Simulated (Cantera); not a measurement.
Charge: 1 mol FeS2, 0.16 mol O2, 25 mol N2, held at 1277 °C and 1730 Torr.

Method: chemical equilibrium by Gibbs-energy minimisation in Cantera with the NASA 1993 tables (ideal gas, pure condensed phases). Candidate condensed phases: Fe, FeO, FeS, FeSO4, FeS2, Fe2O3, Fe2(SO4)3, Fe3O4, S; 19 gas species. FeS: taken at fixed stoichiometry. The numbers say what is thermodynamically allowed, not how fast it happens.

**Question.** What is the equilibrium state?

**Answer.** x(N2): 0.977
x(S2): 0.0162
x(SO2): 0.00602
x(SO): 0.000264
x(S2O): 0.000214
x(S): 5.99e-6
n(FeS(l)): 1.00 mol
gas amount: 25.58 mol
log10 activity of Fe(γ) (absent): -1.54
log10 activity of S(l) (absent): -1.98
